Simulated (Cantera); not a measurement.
Cantera run, input and output.

```python
import numpy as np
import cantera as ct

surf = ct.Interface("ptcombust.yaml", "Pt_surf")
gas = surf.adjacent["gas"]
gas.TPX = 300, 20000, {'CH4': 0.017, 'O2': 0.052, 'N2': 0.79}
jet = ct.ImpingingJet(gas=gas, width=0.033, surface=surf)
jet.inlet.mdot, jet.inlet.T, jet.inlet.X = 0.026, 300, {'CH4': 0.017, 'O2': 0.052, 'N2': 0.79}
jet.set_refine_criteria(ratio=10, slope=0.2, curve=0.3)
show, cover = ['CH4', 'O2', 'H2O', 'OH', 'CO', 'CO2'], ["PT(S)", "H(S)", "O(S)", "OH(S)", "CO(S)", "C(S)"]

rows = []
print(f"{'Ts/K':>7s}" + "".join(f"{s:>11s}" for s in show + cover) + "   (gas at the wall, coverages)")
for i, Ts in enumerate([850, 900, 950, 1000, 1050]):
    jet.surface.T = Ts
    if i == 0:
        surf.TP = Ts, 20000
        surf.coverages = "PT(S):0.5, O(S):0.5"
        surf.advance_coverages(1.0)
        jet.set_initial_guess(products="inlet")
    jet.solve(loglevel=0, auto=(i == 0))
    rows.append([*(jet.X[gas.species_index(s), -1] for s in show), *surf[cover].coverages])
    print(f"{Ts:7g}" + "".join(f"{x:11.3e}" for x in rows[-1]))
```

Result:

```
   Ts/K        CH4         O2        H2O         OH         CO        CO2      PT(S)       H(S)       O(S)      OH(S)      CO(S)       C(S)   (gas at the wall, coverages)
    850  1.176e-02  4.353e-02  1.502e-02  5.632e-09  3.268e-06  9.797e-03  1.471e-01  3.944e-08  8.513e-01  1.614e-03  1.325e-05  3.381e-08
    900  7.474e-03  3.447e-02  2.296e-02  2.056e-08  3.011e-06  1.502e-02  2.193e-01  1.279e-07  7.788e-01  1.860e-03  9.818e-06  3.491e-08
    950  4.736e-03  2.871e-02  2.798e-02  5.945e-08  2.685e-06  1.834e-02  2.963e-01  3.117e-07  7.018e-01  1.849e-03  6.414e-06  3.069e-08
   1000  3.186e-03  2.545e-02  3.079e-02  1.525e-07  2.473e-06  2.020e-02  3.728e-01  6.339e-07  6.255e-01  1.709e-03  4.116e-06  2.572e-08
   1050  2.289e-03  2.358e-02  3.237e-02  3.534e-07  2.392e-06  2.127e-02  4.465e-01  1.148e-06  5.520e-01  1.524e-03  2.716e-06  2.160e-08
```

Model: Deutschmann's 1995 Pt surface mechanism with GRI-Mech 3.0 gas chemistry, integrated in Cantera. Catalytic surfaces can have several steady states; this one follows from the mechanism file's or the stated starting coverage.
